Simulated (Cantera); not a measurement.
Cantera with NASA thermochemical tables; ideal gases at 1 bar, condensed phases pure. Values are per mole of reaction as written; species without (g) are pure solids or liquids, kept so even where they would boil at 1 bar.

2 Cu(OH)2 + C2H5OH(g) → Cu2O + 4 OH(g) + 2 CH3(g)

| T (K) | ΔH° (kJ) | ΔS° (J/K) | ΔG° (kJ) | log10 K |
|---|---|---|---|---|
| 300 | ___ | ___ | ___ | ___ |
| 725 | 1405.6 | 699.6 | 898.4 | -64.73 |
| 775 | 1403.1 | 696.2 | 863.5 | -58.20 |
| 825 | 1400.4 | 692.8 | 828.8 | -52.47 |
| 875 | 1397.5 | 689.5 | 794.2 | -47.41 |
| 925 | 1394.6 | 686.2 | 759.9 | -42.91 |
| 975 | ___ | ___ | ___ | ___ |
| 1025 | ___ | ___ | ___ | ___ |
| 1075 | 1385.6 | 677.2 | 657.6 | -31.95 |

Q: Some entries are withheld; supply them.

A: 
- 300, ΔH° (kJ): 1416.2
- 300, ΔS° (J/K): 718.0
- 300, ΔG° (kJ): 1200.8
- 300, log10 K: -209.07
- 975, ΔH° (kJ): 1391.7
- 975, ΔS° (J/K): 683.1
- 975, ΔG° (kJ): 725.6
- 975, log10 K: -38.87
- 1025, ΔH° (kJ): 1388.7
- 1025, ΔS° (J/K): 680.1
- 1025, ΔG° (kJ): 691.5
- 1025, log10 K: -35.24
